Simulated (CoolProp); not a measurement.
Saturated liquid density (kg/m³) of n-dodecane: the reference equation beside estimates from Tc = 385.0 °C, pc = 1.818 MPa, ω = 0.574. Rackett uses Z = 0.29056 − 0.08775 ω.

The numbers come from the reference Helmholtz-energy equation of state, Lemmon 2004 in CoolProp. It is a short technical equation, of lower accuracy than the large ones.

| T (°C) | reference | Rackett | Redlich-Kwong | Soave-Redlich-Kwong | Peng-Robinson |
|---|---|---|---|---|---|
| 170.85 | 633.9 | 663.1 | 480.5 | 521.7 | 588.8 |
| 188.25 | 619.1 | 646.9 | 467.7 | 510.0 | 576.2 |
| 205.65 | 603.8 | 630.1 | 454.0 | 497.3 | 562.4 |
| 223.05 | 587.6 | 612.5 | 439.6 | 483.5 | 547.2 |
| 240.45 | 570.7 | 594.1 | 424.2 | 468.3 | 530.5 |
| 257.85 | 552.6 | 574.6 | 407.7 | 451.6 | 511.9 |
| 275.25 | 533.1 | 553.9 | 389.9 | 433.0 | 491.1 |
| 292.65 | 511.9 | 531.6 | 370.6 | 412.3 | 467.6 |
| 309.95 | 488.6 | 507.2 | 349.5 | 388.9 | 440.9 |

Absolute difference from the reference over all 9 rows, mean and median: Rackett 4.1 and 4.1 %, Redlich-Kwong 25.9 and 25.7 %, Soave-Redlich-Kwong 18.4 and 17.9 %, Peng-Robinson 7.6 and 7.1 %.
